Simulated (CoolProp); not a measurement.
The fluid at 293.15 K and 3.24 MPa is compressed adiabatically to 18.9 MPa with isentropic efficiency 0.75. The same conditions are run with several fluids, on thermodynamics alone (safety and materials aside).

Computed with CoolProp (reference Helmholtz-energy equation of state of each fluid (CF4 (R14): Platzer 1990; nitrogen: Span 2000; dry air: Lemmon 2000)). The equations of Platzer and Polt are older, rougher fits. Blends and air are pseudo-pure fits.

| fluid | work (kJ/kg) | final temperature (K) | final density (kg/m³) |
|---|---|---|---|
| CF4 (R14) | 66.2 | 405.0 | 505 |
| nitrogen | 277 | 550.4 | 106 |
| dry air | 266 | 548.8 | 111 |
